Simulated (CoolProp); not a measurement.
CH3F (R41) at 306.27 K and 0.553 MPa is throttled through a valve to 0.0122 MPa with no heat exchange. Each further row changes one setting.

The numbers come from the reference Helmholtz-energy equation of state, Lemmon 2006 in CoolProp. It is a short technical equation, of lower accuracy than the large ones.

```json
[
 {"case": "as stated", "temperature change (K)": "-9.4", "final density (kg/m³)": "0.168"},
 {"case": "outlet pressure 0.00366 MPa", "temperature change (K)": "-9.5", "final density (kg/m³)": "0.0505"},
 {"case": "outlet pressure 0.0159 MPa", "temperature change (K)": "-9.3", "final density (kg/m³)": "0.219"}
]
```
